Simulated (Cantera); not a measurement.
Standard-state values (1 bar) from the NASA 1993 polynomials, evaluated with Cantera. Values are per mole of reaction as written; species without (g) are pure solids or liquids, kept so even where they would boil at 1 bar.

4 VO₂(g) + NO₂(g) → 2 V₂O₅ + N(g), with ΔH° = -1732.1 kJ and ΔS° = -886.4 J/K at 300 K.

**Question.** How far is the shortcut ΔG° ≈ ΔH°(300 K) − T·ΔS°(300 K) from the full temperature-dependent value at 698, 773, 848, 923, 998, 1073, 1148, 1223, 1298, 1373 K?

**Answer.** 
```csv
T (K),shortcut (kJ),full (kJ),difference (kJ),difference in log10 K,condensed phases
698,-1113.4,-1130.4,17.0,-1.27,V₂O₅(s)
773,-1046.9,-1070.2,23.3,-1.58,V₂O₅(s)
848,-980.4,-1010.8,30.4,-1.87,V₂O₅(s)
923,-914.0,-952.2,38.2,-2.16,V₂O₅(s)
998,-847.5,-901.7,54.3,-2.84,V₂O₅(l)
1073,-781.0,-854.7,73.8,-3.59,V₂O₅(l)
1148,-714.5,-808.4,93.9,-4.27,V₂O₅(l)
1223,-648.0,-762.7,114.6,-4.90,V₂O₅(l)
1298,-581.6,-717.5,136.0,-5.47,V₂O₅(l)
1373,-515.1,-672.9,157.8,-6.00,V₂O₅(l)
```
The shortcut ignores heat capacities and the phase changes listed.
